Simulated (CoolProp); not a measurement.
Computed with CoolProp (reference Helmholtz-energy equation of state, Zhou 2012).

### Question
For ethylbenzene, give the phase and the cp (kJ/(kg K)), cv (kJ/(kg K)), speed of sound (m/s), isothermal compressibility (1/MPa) at 50.75 °C and 13400 kPa; 174.25 °C and 629 kPa.

### Answer
- 50.75 °C and 13400 kPa: liquid; cp 1.82, cv 1.43, speed of sound 1280, isothermal compressibility 0.000909
- 174.25 °C and 629 kPa: liquid; cp 2.29, cv 1.84, speed of sound 746, isothermal compressibility 0.00311
